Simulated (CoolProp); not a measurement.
Properties of m-xylene along the isobar 1.01 bar.

Model: reference Helmholtz-energy equation of state, Zhou 2012, in CoolProp.

```tsv
T (K)	phase	Z	cp (kJ/(kg K))	cv (kJ/(kg K))	expansivity (1/kK)	viscosity (µPa s)	conductivity (mW/(m K))
483.5	gas	0.9761	1.873	1.785	2.248	10.4	26.6
500.6	gas	0.9789	1.922	1.835	2.148	10.8	28.5
517.6	gas	0.9812	1.969	1.883	2.059	11.1	30.5
534.7	gas	0.9831	2.015	1.931	1.979	11.5	32.5
551.8	gas	0.9848	2.061	1.977	1.906	11.9	34.6
568.8	gas	0.9863	2.105	2.021	1.839	12.2	36.6
585.9	gas	0.9876	2.148	2.065	1.778	12.6	38.8
602.9	gas	0.9887	2.190	2.107	1.721	13.0	40.9
620	gas	0.9897	2.231	2.149	1.668	13.3	43.1
```

Viscosity comes from a separate model (Cao 2016). Thermal conductivity comes from a separate model (Mylona 2014).
